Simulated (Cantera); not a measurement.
## Adiabatic ignition

An adiabatic, constant-pressure homogeneous reactor starts with 15.9 % CH₄, 17.6 % O₂, 66.5 % N₂, equivalence ratio 1.8, at 1098 K and 285 Torr.

Cantera simulation using GRI-Mech 3.0 (53 species, 325 reactions); the numbers are that mechanism's predictions, not measurements.

```json
[
 {"t (s)": "3.00e-6", "T (K)": "1098", "x CH₄": "0.159", "x O₂": "0.176", "x NO₂": "<1e-12", "x C₂H₆": "<1e-12", "x CH₂CO": "<1e-12"},
 {"t (s)": "8.05e-6", "T (K)": "1098", "x CH₄": "0.159", "x O₂": "0.176", "x NO₂": "<1e-12", "x C₂H₆": "<1e-12", "x CH₂CO": "<1e-12"},
 {"t (s)": "2.16e-5", "T (K)": "1098", "x CH₄": "0.159", "x O₂": "0.176", "x NO₂": "<1e-12", "x C₂H₆": "<1e-12", "x CH₂CO": "<1e-12"},
 {"t (s)": "5.79e-5", "T (K)": "1098", "x CH₄": "0.159", "x O₂": "0.176", "x NO₂": "<1e-12", "x C₂H₆": "<1e-12", "x CH₂CO": "<1e-12"},
 {"t (s)": "0.000155", "T (K)": "1098", "x CH₄": "0.159", "x O₂": "0.176", "x NO₂": "<1e-12", "x C₂H₆": "<1e-12", "x CH₂CO": "<1e-12"},
 {"t (s)": "0.000417", "T (K)": "1098", "x CH₄": "0.159", "x O₂": "0.176", "x NO₂": "<1e-12", "x C₂H₆": "2.11e-12", "x CH₂CO": "<1e-12"},
 {"t (s)": "0.00112", "T (K)": "1098", "x CH₄": "0.159", "x O₂": "0.176", "x NO₂": "<1e-12", "x C₂H₆": "4.51e-11", "x CH₂CO": "<1e-12"},
 {"t (s)": "0.00300", "T (K)": "1098", "x CH₄": "0.159", "x O₂": "0.176", "x NO₂": "<1e-12", "x C₂H₆": "1.21e-9", "x CH₂CO": "<1e-12"},
 {"t (s)": "0.00805", "T (K)": "1098", "x CH₄": "0.159", "x O₂": "0.176", "x NO₂": "<1e-12", "x C₂H₆": "5.00e-8", "x CH₂CO": "<1e-12"},
 {"t (s)": "0.0216", "T (K)": "1098", "x CH₄": "0.159", "x O₂": "0.176", "x NO₂": "<1e-12", "x C₂H₆": "1.36e-6", "x CH₂CO": "3.22e-12"},
 {"t (s)": "0.0579", "T (K)": "1098", "x CH₄": "0.159", "x O₂": "0.176", "x NO₂": "<1e-12", "x C₂H₆": "8.24e-6", "x CH₂CO": "1.04e-10"},
 {"t (s)": "0.155", "T (K)": "1099", "x CH₄": "0.159", "x O₂": "0.176", "x NO₂": "<1e-12", "x C₂H₆": "3.73e-5", "x CH₂CO": "2.24e-9"},
 {"t (s)": "0.417", "T (K)": "1105", "x CH₄": "0.158", "x O₂": "0.176", "x NO₂": "<1e-12", "x C₂H₆": "0.000254", "x CH₂CO": "1.51e-7"},
 {"t (s)": "1.12", "T (K)": "2288", "x CH₄": "2.07e-12", "x O₂": "1.26e-5", "x NO₂": "5.54e-10", "x C₂H₆": "<1e-12", "x CH₂CO": "<1e-12"},
 {"t (s)": "3.00", "T (K)": "2288", "x CH₄": "2.07e-12", "x O₂": "1.26e-5", "x NO₂": "5.51e-10", "x C₂H₆": "<1e-12", "x CH₂CO": "<1e-12"}
]
```
x: mole fraction; the columns are a selection and need not sum to one.

```yaml
time_of_steepest_temperature_rise: 0.702 s
temperature at 3.00 s: 2288 K
equilibrium_temperature: 2288 K
x(CH₄) at 3.00 s: 2.07e-12 (gas-phase equilibrium 2.33e-12)
x(O₂) at 3.00 s: 1.26e-5 (gas-phase equilibrium 1.26e-5)
x(NO₂) at 3.00 s: 5.51e-10 (gas-phase equilibrium 5.51e-10)
```
